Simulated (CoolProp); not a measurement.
The numbers come from the reference Helmholtz-energy equation of state, Platzer 1990 in CoolProp. This equation is an older, rougher fit; its heat capacities, sound speeds and derivatives of the liquid may be far off and weren't checked against measurements.

Give the vapour pressure (bar), liquid density (kg/m³), vapour Z of saturated R114 at 403, 411.2 K.


```csv
T (K),p (bar),liquid density (kg/m³),vapour Z
403,24.8,972,0.545
411.2,28.6,879,0.472
```
